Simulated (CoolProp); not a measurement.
n-heptane along the isotherm 327.1 K: Z from the reference equation and from simpler models built on Tc = 541.2 K, pc = 2.774 MPa, ω = 0.349; each cubic takes its own stable root.

Model: reference Helmholtz-energy equation of state, Span 2003, in CoolProp. It is a short technical equation, of lower accuracy than the large ones.

| p (MPa) | phase | reference | Redlich-Kwong | Peng-Robinson |
|---|---|---|---|---|
| 0.00439 | gas | 0.9965 | 0.9978 | 0.9974 |
| 0.00709 | gas | 0.9943 | 0.9965 | 0.9957 |
| 0.0114 | gas | 0.9907 | 0.9944 | 0.9931 |
| 0.0185 | gas | 0.9849 | 0.9908 | 0.9888 |
| 0.0299 | liquid | 0.001683 | 0.9851 | 0.001674 |
| 0.0483 | liquid | 0.002718 | 0.9758 | 0.002703 |
| 0.078 | liquid | 0.004389 | 0.005145 | 0.004365 |
| 0.126 | liquid | 0.007090 | 0.008310 | 0.007051 |
| 0.204 | liquid | 0.01148 | 0.01345 | 0.01141 |
| 0.329 | liquid | 0.01851 | 0.02168 | 0.01840 |
| 0.531 | liquid | 0.02986 | 0.03495 | 0.02969 |
| 0.858 | liquid | 0.04821 | 0.05640 | 0.04793 |
| 1.39 | liquid | 0.07803 | 0.09115 | 0.07755 |

At some of these states Redlich-Kwong gives the other phase, because its saturation line lies elsewhere.
